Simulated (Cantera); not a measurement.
What does this Cantera script print?

```python
import numpy as np
import cantera as ct

gas = ct.Solution("gri30.yaml")
gas.TPX = 375, 101325, {'CH4': 1, 'O2': 2.7, 'N2': 10.2}
inlet = ct.Reservoir(gas, clone=True)
gas.equilibrate("HP")  # start burning
reactor = ct.IdealGasConstPressureReactor(gas, energy="on", clone=False)
exhaust = ct.Reservoir(gas, clone=True)
tau = [0.025, 0.011, 0.0045, 0.0019, 0.0008, 0.00034, 0.00014, 6e-05, 2.5e-05, 1.1e-05, 4.5e-06][0]
for a, b in ((inlet, reactor), (reactor, exhaust)):
    ct.MassFlowController(a, b, mdot=lambda t: reactor.mass / tau)
net = ct.ReactorNet([reactor])
show = ['CH4', 'O2', 'HCO', 'H2O', 'CO', 'C2H']

rows = []
print(f"{'tau/s':>10s}{'T/K':>9s}" + "".join(f"{s:>11s}" for s in show))
for tau in [0.025, 0.011, 0.0045, 0.0019, 0.0008, 0.00034, 0.00014, 6e-05, 2.5e-05, 1.1e-05, 4.5e-06]:
    net.initial_time = 0.0
    net.advance(30 * tau)
    before = gas.X
    net.advance(40 * tau)
    drift = np.max(np.abs(gas.X - before) / (gas.X + 1e-9))
    rows.append([gas.T, *gas[show].X, drift])
    print(f"{tau:10.3e}{gas.T:9.1f}" + "".join(f"{x:11.3e}" for x in gas[show].X))
```

Output:

```
     tau/s      T/K        CH4         O2        HCO        H2O         CO        C2H
 2.500e-02   1938.0  1.743e-05  5.048e-02  7.870e-08  1.415e-01  1.606e-03  5.661e-12
 1.100e-02   1922.8  2.979e-05  5.086e-02  1.840e-07  1.405e-01  2.579e-03  1.171e-11
 4.500e-03   1897.2  5.388e-05  5.161e-02  4.612e-07  1.390e-01  4.239e-03  2.394e-11
 1.900e-03   1860.7  9.845e-05  5.283e-02  1.105e-06  1.370e-01  6.624e-03  4.652e-11
 8.000e-04   1809.6  1.916e-04  5.483e-02  2.612e-06  1.343e-01  1.006e-02  9.426e-11
 3.400e-04   1741.4  4.150e-04  5.822e-02  6.047e-06  1.312e-01  1.517e-02  2.156e-10
 1.400e-04   1635.1  1.291e-03  6.635e-02  1.485e-05  1.270e-01  2.524e-02  7.241e-10
 6.000e-05    375.0  7.194e-02  1.942e-01  1.186e-35 -1.393e-15 -3.596e-16  3.946e-48
 2.500e-05    375.0  7.194e-02  1.942e-01  1.721e-41 -9.206e-19 -2.376e-19  5.574e-54
 1.100e-05    375.0  7.194e-02  1.942e-01  4.183e-44 -5.815e-20 -1.501e-20  1.430e-56
 4.500e-06    375.0  7.194e-02  1.942e-01 -1.070e-45 -3.673e-21 -9.481e-22  5.726e-59
```

Model: GRI-Mech 3.0 (53 species, 325 reactions), integrated in Cantera.
